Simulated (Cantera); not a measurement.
Feed: 1 mol B2H6, 11 mol H2O, a varied amount of N2, equilibrated at 1675 K and 1330 Pa.

Cantera equilibrium calculation (NASA polynomials, part measured and part estimated; ideal gas, pure solids and liquids). Candidate condensed phases: B, BN, B2O3, B3O3H3, H2O; 39 gas species. The feed counts by its element totals alone. Gases not in the tables: H3BO3. The numbers say what is thermodynamically allowed, not how fast it happens.

**Question.** At 15 mol N2, list the 5 most abundant gas species with their mole fractions, and the condensed phases.

**Answer.** N2 0.500, H2O 0.234, H2 0.200, HBO2 0.0645, B2O3 0.00101. Condensed: gas only.
